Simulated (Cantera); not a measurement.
Feed: 1 mol C₂H₄, 0.99 mol CO₂, held at 0.00280 bar.

These are equilibrium values from Cantera (NASA tables, ideal gas, pure condensed phases), not measurements of a reactor. Candidate condensed phases: C, C₆H₆, C₇H₈, C₈H₁₈, H₂O; 131 gas species. Ions and electrons are included (thermal ionisation). Rates play no part.

Which condensed phases are stable at each of these points (T (K)): 2000, 2250, 2500, 2750, 3000, 3250, 3500, 3750, 4000, 4250, 4500, 4750, 5000?


```
T (K)  condensed phases  C condensed (%)
-----  ----------------  ---------------
2000        C(graphite)             33.7
2250        C(graphite)             33.4
2500        C(graphite)             32.6
2750        C(graphite)             28.2
3000           gas only              0.0
3250           gas only              0.0
3500           gas only              0.0
3750           gas only              0.0
4000           gas only              0.0
4250           gas only              0.0
4500           gas only              0.0
4750           gas only              0.0
5000           gas only              0.0
```

From 2000 K to 2750 K the condensed part is C(graphite). From 3000 K to 5000 K nothing is condensed.
